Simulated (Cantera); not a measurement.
Feed: 1 mol SiC, 0.094 mol CO2, 1.2 mol H2, at 1252 °C.

Method: chemical equilibrium by Gibbs-energy minimisation in Cantera with the NASA 1993 tables (ideal gas, pure condensed phases). Candidate condensed phases: C, C6H6, C7H8, C8H18, H2O, Si, SiC, SiO2; 123 gas species. Equilibrium is a limit: real reactors are often held back by kinetics, nucleation or transport.

### Question
At 0.00450 Torr, list the 5 most abundant gas species with their mole fractions, and the condensed phases.

### Answer
H2 0.856, CO 0.101, SiO 0.0335, H 0.00894, Si 0.000312. Condensed: SiC(s).
